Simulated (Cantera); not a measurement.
What does this Cantera script print?

```python
import numpy as np
import cantera as ct

gas_names = """
    B BH BH2 BH3 BO BO2 B2 B2O B2O2 B2O3 B3O3H3 H HBO HBO2 HO2 H2 H2O H2O2 H3B3O6 O OH O2 O3
""".split()
cond_names = """
    B(b) B(L) B2O3(L) B3O3H3(cr) H2O(s) H2O(L)
""".split()


# ... load() reads the species with a 1 bar reference pressure and builds the phases ...
atoms = {
    'B': {'B': 1},
    'O2': {'O': 2},
    'H2': {'H': 2},
}
top_T = {}  # K; cautious upper limits of use, not melting points


# ... equilibrate(T, P, feed) seeds the gas with the atoms and calls Mixture.equilibrate('TP', solver="vcs", rtol=1e-11, max_steps=5000) ...
results = []
feed = {'B': 1, 'O2': 0.51, 'H2': 64}  # mol
T = 1375  # K
P = 52  # Pa
mix = equilibrate(T, P, feed)
results.append((T, P, feed, dict(zip(mix.species_names, mix.species_moles))))
x = sorted(zip(gas.X, gas.species_names), reverse=True)
print(f"T = {T:g} K  P = {P:g} Pa  gas = {mix.phase_moles(0):.4g} mol")
print("   x: " + "  ".join(f"{s} {v:.3e}" for v, s in x if v > 0.0001))
print("   condensed (mol): " + ("  ".join(f"{mix.phase(i).name} {mix.phase_moles(i):.4g}"
      for i in range(1, mix.n_phases) if mix.phase_moles(i) > 1e-12) or "none"))
```

It prints:

```
T = 1375 K  P = 52 Pa  gas = 64.51 mol
   x: H2 9.861e-01  HBO 1.186e-02  B2O2 1.540e-03  B2O3 1.749e-04  H 1.492e-04  HBO2 1.339e-04
   condensed (mol): none
```

These are equilibrium values from Cantera (NASA tables, ideal gas, pure condensed phases), not measurements of a reactor.
